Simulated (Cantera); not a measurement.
Charge: 1 mol CO₂, 0.038 mol H₂, 11 mol N₂, held at 13.3 mbar.

Cantera equilibrium calculation (NASA polynomials, part measured and part estimated; ideal gas, pure solids and liquids). Candidate condensed phases: C, C₆H₆, C₇H₈, C₈H₁₈, H₂O; 136 gas species. Kinetics and transport are ignored.

### Question
At 2023 K, list the 4 most abundant gas species with their mole fractions, and the condensed phases.

### Answer
N₂ 0.908, CO₂ 0.0685, CO 0.0140, O₂ 0.00457. Condensed: gas only.
